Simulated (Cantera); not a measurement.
An isothermal, constant-pressure homogeneous reactor starts with CH4 : H2O = 1 : 0.72 (molar parts), at 1550 K and 1.01 bar.

Computed with Cantera and GRI-Mech 3.0 (53 species, 325 reactions). GRI-Mech 3.0 stops at C3 and has no aromatics, soot or wall deposition, so with more carbon than oxygen in the feed, carbon stays in small species such as C2H2 where larger ones or solid carbon would form.

x: mole fraction; the columns are a selection and need not sum to one.

```json
[
 {"t (s)": "3.00e-6", "x CH4": "0.581", "x H2O": "0.419", "x CH3": "[?]", "x H2O2": "<1e-12", "x H2": "4.07e-6", "x O2": "<1e-12"},
 {"t (s)": "1.11e-5", "x CH4": "0.581", "x H2O": "0.419", "x CH3": "[?]", "x H2O2": "<1e-12", "x H2": "1.54e-5", "x O2": "<1e-12"},
 {"t (s)": "4.12e-5", "x CH4": "0.581", "x H2O": "0.419", "x CH3": "[?]", "x H2O2": "<1e-12", "x H2": "5.83e-5", "x O2": "<1e-12"},
 {"t (s)": "0.000152", "x CH4": "0.581", "x H2O": "0.419", "x CH3": "[?]", "x H2O2": "<1e-12", "x H2": "0.000242", "x O2": "<1e-12"},
 {"t (s)": "0.000565", "x CH4": "0.579", "x H2O": "0.418", "x CH3": "[?]", "x H2O2": "<1e-12", "x H2": "0.00110", "x O2": "<1e-12"},
 {"t (s)": "0.00209", "x CH4": "0.572", "x H2O": "0.418", "x CH3": "0.000491", "x H2O2": "<1e-12", "x H2": "0.00610", "x O2": "1.21e-12"},
 {"t (s)": "0.00775", "x CH4": "0.536", "x H2O": "0.410", "x CH3": "0.000520", "x H2O2": "<1e-12", "x H2": "0.0364", "x O2": "7.73e-12"},
 {"t (s)": "0.0287", "x CH4": "0.436", "x H2O": "0.382", "x CH3": "[?]", "x H2O2": "<1e-12", "x H2": "0.133", "x O2": "8.89e-12"},
 {"t (s)": "0.106", "x CH4": "0.275", "x H2O": "0.336", "x CH3": "[?]", "x H2O2": "<1e-12", "x H2": "0.290", "x O2": "2.25e-12"},
 {"t (s)": "0.394", "x CH4": "0.126", "x H2O": "0.282", "x CH3": "[?]", "x H2O2": "<1e-12", "x H2": "0.442", "x O2": "<1e-12"},
 {"t (s)": "1.46", "x CH4": "0.0772", "x H2O": "0.217", "x CH3": "[?]", "x H2O2": "<1e-12", "x H2": "0.528", "x O2": "<1e-12"},
 {"t (s)": "5.40", "x CH4": "0.0698", "x H2O": "0.129", "x CH3": "[?]", "x H2O2": "<1e-12", "x H2": "0.601", "x O2": "<1e-12"},
 {"t (s)": "20.0", "x CH4": "0.0573", "x H2O": "0.0514", "x CH3": "[?]", "x H2O2": "<1e-12", "x H2": "0.668", "x O2": "<1e-12"}
]
```

Problem. Some entries are withheld; supply them.

Solution. 
- 3.00e-6, x CH3: 8.23e-6
- 1.11e-5, x CH3: 3.06e-5
- 4.12e-5, x CH3: 0.000106
- 0.000152, x CH3: 0.000235
- 0.000565, x CH3: 0.000332
- 0.0287, x CH3: 0.000368
- 0.106, x CH3: 0.000216
- 0.394, x CH3: 0.000106
- 1.46, x CH3: 6.77e-5
- 5.40, x CH3: 5.74e-5
- 20.0, x CH3: 4.47e-5
